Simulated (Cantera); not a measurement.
Input: 1 mol Si₃N₄, 27 mol HCl, 69 mol H₂, equilibrated at 9000 Pa.

Cantera equilibrium calculation (NASA polynomials, part measured and part estimated; ideal gas, pure solids and liquids). Candidate condensed phases: NH₄Cl, Si, Si₃N₄; 28 gas species. The tables' values for SiCl₃, SiCl are old estimates; treat these amounts as uncertain. Equilibrium is a limit: real reactors are often held back by kinetics, nucleation or transport. All values below are at 1427 °C.

Base state: H₂ 0.736, HCl 0.212, SiCl₂ 0.0286, N₂ 0.0204, SiCl₃ 0.00171, H 0.000421, SiCl₄ 0.000201, SiHCl₃ 0.000135 (mole fractions); condensed: gas only.

Question: What changes in the equilibrium state with this change: Si₃N₄ replaced by BN?

Answer: 
```
species       before     after
----------  --------  --------
H₂             0.736     0.720
HCl            0.212     0.277
BCl₃               0   0.00112
SiCl₂         0.0286         0
N₂            0.0204  0.000741
SiCl₃        0.00171         0
BCl                0  0.000209
SiCl₄       0.000201         0
BCl₂               0  0.000149
SiHCl₃      0.000135         0
BN(s), mol         0     0.858
```
The tables' values for BCl, BCl₂ are old estimates; treat these amounts as uncertain. Gases not in the tables: BHCl₂. Further candidate phases: B, BN.
